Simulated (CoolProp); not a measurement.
Vapour pressure (bar) of methane: the reference equation beside estimates from Tc = 190.6 K, pc = 45.99 bar, ω = 0.011.

Computed with CoolProp (reference Helmholtz-energy equation of state, Setzmann 1991).

| T (K) | reference | Redlich-Kwong | Soave-Redlich-Kwong | Peng-Robinson |
|---|---|---|---|---|
| 132.3 | 4.207 | 3.750 | 4.201 | 4.231 |
| 137.7 | 5.681 | 5.228 | 5.700 | 5.715 |
| 143.1 | 7.501 | 7.082 | 7.554 | 7.548 |
| 148.4 | 9.666 | 9.310 | 9.763 | 9.731 |
| 153.8 | 12.30 | 12.04 | 12.45 | 12.39 |
| 159.1 | 15.35 | 15.21 | 15.57 | 15.47 |
| 164.5 | 18.99 | 18.97 | 19.27 | 19.14 |
| 169.9 | 23.20 | 23.33 | 23.54 | 23.39 |

Absolute difference from the reference over all 8 rows, mean and median: Redlich-Kwong 4.0 and 2.9 %, Soave-Redlich-Kwong 1.0 and 1.1 %, Peng-Robinson 0.7 and 0.7 %.
